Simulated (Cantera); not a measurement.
Feed: 1 mol BF₃, 0.41 mol O₂, 0.57 mol N₂, 79 mol H₂, at 1.00 bar.

Cantera equilibrium calculation (NASA polynomials, part measured and part estimated; ideal gas, pure solids and liquids). Candidate condensed phases: B, BN, B₂O₃, B₃O₃H₃, H₂O; 62 gas species. Gases not in the tables: H₃BO₃. Equilibrium is a limit: real reactors are often held back by kinetics, nucleation or transport.

Question: Which condensed phases are stable at each of these points (T (°C)): 552, 702, 852, 1002, 1152, 1302, 1452, 1602, 1752?

Answer: 
```json
[
 {"T (°C)": "552", "condensed phases": "gas only", "B condensed (%)": "0.0"},
 {"T (°C)": "702", "condensed phases": "B₂O₃(l)", "B condensed (%)": "3.2"},
 {"T (°C)": "852", "condensed phases": "B₂O₃(l)", "B condensed (%)": "7.0"},
 {"T (°C)": "1002", "condensed phases": "B₂O₃(l)", "B condensed (%)": "5.0"},
 {"T (°C)": "1152", "condensed phases": "gas only", "B condensed (%)": "0.0"},
 {"T (°C)": "1302", "condensed phases": "gas only", "B condensed (%)": "0.0"},
 {"T (°C)": "1452", "condensed phases": "gas only", "B condensed (%)": "0.0"},
 {"T (°C)": "1602", "condensed phases": "gas only", "B condensed (%)": "0.0"},
 {"T (°C)": "1752", "condensed phases": "gas only", "B condensed (%)": "0.0"}
]
```

At 552 °C nothing is condensed. From 702 °C to 1002 °C the condensed part is B₂O₃(l). From 1152 °C to 1752 °C nothing is condensed.
